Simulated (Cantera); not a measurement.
Feed: 1 mol SiC, 0.11 mol N2O, 26 mol N2, held at 1575 K and 9.00 mbar.

Method: chemical equilibrium by Gibbs-energy minimisation in Cantera with the NASA 1993 tables (ideal gas, pure condensed phases). Candidate condensed phases: C, Si, SiC, SiO2, Si2N2O, Si3N4; 34 gas species. Mutual solubility and eutectic melting of coexisting phases are not modelled. Kinetics and transport are ignored.

Base state: N2 0.997, CO 0.00273, SiO 0.000220 (mole fractions); condensed: SiC(s) + Si2N2O(s).

Task: What changes in the equilibrium state with this change: temperature from 1575 K to 2048 K?

Result: 
| species | before | after |
|---|---|---|
| N2 | 0.997 | 0.993 |
| CO | 0.00273 | 0.00344 |
| Si | 3.39e-7 | 0.00250 |
| Si2C | <1e-9 | 8.36e-5 |
| Si2N | 2.65e-9 | 2.06e-5 |
| SiC(s), mol | 0.929 | 0.907 |
| Si2N2O(s), mol | 0.0328 | 0 |
The tables' values for SiN are old estimates; treat these amounts as uncertain.

Task: What changes in the equilibrium state with this change: temperature from 1575 K to 1123 K?

Result: 
| species | before | after |
|---|---|---|
| N2 | 0.997 | 1.00 |
| CO | 0.00273 | 2.96e-7 |
| SiO | 0.000220 | <1e-9 |
| SiC(s), mol | 0.929 | 0 |
| Si2N2O(s), mol | 0.0328 | 0.110 |
| C(graphite), mol | 0 | 1.000 |
| Si3N4(s), mol | 0 | 0.260 |

Task: What changes in the equilibrium state with this change: N2O from 0.11 to 0.15 mol?

Result: 
| species | before | after |
|---|---|---|
| N2 | 0.997 | 0.996 |
| CO | 0.00273 | 0.00373 |
| SiO | 0.000220 | 0.000245 |
| SiC(s), mol | 0.929 | 0.902 |
| Si2N2O(s), mol | 0.0328 | 0.0457 |
